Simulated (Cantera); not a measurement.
**Ignition delay**

Mixture: 6.38 % C2H4, 13.7 % O2, 76.6 % N2, 3.38 % CO2, at 1.00 bar, adiabatic and at constant volume. Ignition delay is the time to a rise of 400 K.

Detailed kinetics in Cantera: GRI-Mech 3.0 (53 species, 325 reactions). GRI-Mech 3.0 was tuned for natural gas; its chemistry of ethylene as a main component is partial and can be far from experiment. Where the delays flatten at high temperature, the 400 K rule measures the pace of heat release, not the induction time.

```
T0 (K)  delay (ms)
------  ----------
1275         0.156
1350        0.0800
1425        0.0507
1500        0.0356
1575        0.0266
1650        0.0207
1725        0.0166
1800        0.0136
1875        0.0113
```

apparent activation energy between 1725 and 1875 K: 69 kJ/mol
